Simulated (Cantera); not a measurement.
A closed system holds: 1 mol CH3SiCl3, 310 mol H2, held at 2175 K and 323 Torr.

Equilibrium computed with Cantera from the NASA thermochemical tables; the gas is ideal and each condensed phase is pure. Candidate condensed phases: C, C6H6, C7H8, C8H18, Si, SiC; 109 gas species. The feed counts by its element totals alone. The tables' values for SiCl are old estimates; treat these amounts as uncertain. Gases not in the tables: Si2H6 and higher silanes. Rates play no part.

Base state: H2 0.983, HCl 0.00936, H 0.00738, Si 0.000217, C2H2 (acetylene) 0.000207, SiH2 8.42e-5, SiH 6.56e-5, SiCl2 5.71e-5 (mole fractions); condensed: SiC(s).

Task: What changes in the equilibrium state with this change: CH3SiCl3 replaced by (CH3)2SiCl2?

Result: 
```json
[
 {"species": "H2", "before": "0.983", "after": "0.984"},
 {"species": "H", "before": "0.00738", "after": "0.00739"},
 {"species": "HCl", "before": "0.00936", "after": "0.00629"},
 {"species": "C2H2 (acetylene)", "before": "0.000207", "after": "0.00160"},
 {"species": "Si", "before": "0.000217", "after": "7.82e-5"},
 {"species": "SiCl2", "before": "5.71e-5", "after": "9.26e-6"},
 {"species": "SiCl", "before": "1.84e-5", "after": "4.44e-6"},
 {"species": "CH4", "before": "3.54e-5", "after": "9.87e-5"},
 {"species": "CH3", "before": "5.12e-6", "after": "1.42e-5"},
 {"species": "Si2C", "before": "1.17e-5", "after": "4.21e-6"},
 {"species": "SiC(s), mol", "before": "0.852", "after": "0.950"}
]
```
